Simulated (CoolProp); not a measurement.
Vapour-liquid equilibrium of R22 (1) + n-pentane (2) at 0.0838 bar; x and y are mole fractions of (1).

Computed with CoolProp (multi-fluid Helmholtz-energy mixture model, Kamei 1995 and Thol 2019; pair parameters Bell 2016).

Task: Give the bubble temperature and the first vapour's composition at x = 0.05, 0.275, 0.8. Is there an azeotrope?

Result: x = 0.05: -53.8 °C, y = 0.883; x = 0.275: -77.2 °C, y = 0.987; x = 0.8: -81.2 °C, y = 0.993. No azeotrope shows between x = 0.05 and 0.95.

The pair parameters rest on a limited set of measurements; away from them the model extrapolates. With so large a gap from Raoult's law the liquid may split in two, which this calculation doesn't test in full.
